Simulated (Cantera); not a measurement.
**Thermodynamics of halide evaporation, hydrolysis and transport, feed BaF2 + HF + N2**

Feed: 1 mol BaF2, 4 mol HF, 4.1 mol N2, held at 1330 Pa.

Equilibrium computed with Cantera from the NASA thermochemical tables; the gas is ideal and each condensed phase is pure. Candidate condensed phases: Ba, BaF2; 24 gas species. Rates play no part.

From 798 K to 1598 K the condensed part is BaF2(s). At 1698 K the condensed part is BaF2(l). From 1798 K to 2098 K nothing is condensed.

| T (K) | x N2 | x HF | x BaF2 | x F | x H | x H2 | x BaF | n BaF2(s) | n BaF2(l) |
|---|---|---|---|---|---|---|---|---|---|
| 798 | 0.506 | 0.494 | <1e-12 | <1e-12 | <1e-12 | <1e-12 | <1e-12 | 1.00 | 0 |
| 898 | 0.506 | 0.494 | 3.52e-12 | 5.52e-12 | <1e-12 | 2.76e-12 | <1e-12 | 1.00 | 0 |
| 998 | 0.506 | 0.494 | 6.47e-10 | 1.34e-10 | <1e-12 | 6.71e-11 | <1e-12 | 1.00 | 0 |
| 1098 | 0.506 | 0.494 | 4.42e-8 | 1.83e-9 | 6.48e-12 | 9.14e-10 | <1e-12 | 1.00 | 0 |
| 1198 | 0.506 | 0.494 | 1.42e-6 | 1.63e-8 | 1.48e-10 | 8.07e-9 | <1e-12 | 1.000 | 0 |
| 1298 | 0.506 | 0.494 | 2.54e-5 | 1.04e-7 | 2.09e-9 | 5.08e-8 | <1e-12 | 1.000 | 0 |
| 1398 | 0.506 | 0.494 | 0.000286 | 5.10e-7 | 2.03e-8 | 2.45e-7 | 1.47e-11 | 0.998 | 0 |
| 1498 | 0.505 | 0.493 | 0.00224 | 2.04e-6 | 1.45e-7 | 9.47e-7 | 7.28e-10 | 0.982 | 0 |
| 1598 | 0.500 | 0.487 | 0.0131 | 6.88e-6 | 8.02e-7 | 3.03e-6 | 2.13e-8 | 0.893 | 0 |
| 1698 | 0.477 | 0.465 | 0.0573 | 2.00e-5 | 3.55e-6 | 8.02e-6 | 3.90e-7 | 0 | 0.507 |
| 1798 | 0.451 | 0.439 | 0.110 | 5.19e-5 | 1.30e-5 | 1.82e-5 | 2.64e-6 | 0 | 0 |
| 1898 | 0.451 | 0.439 | 0.110 | 0.000127 | 4.21e-5 | 3.86e-5 | 7.83e-6 | 0 | 0 |
| 1998 | 0.450 | 0.439 | 0.110 | 0.000289 | 0.000120 | 7.42e-5 | 2.06e-5 | 0 | 0 |
| 2098 | 0.450 | 0.439 | 0.110 | 0.000615 | 0.000305 | 0.000131 | 4.86e-5 | 0 | 0 |
x: gas mole fraction; n: condensed amount in mol.
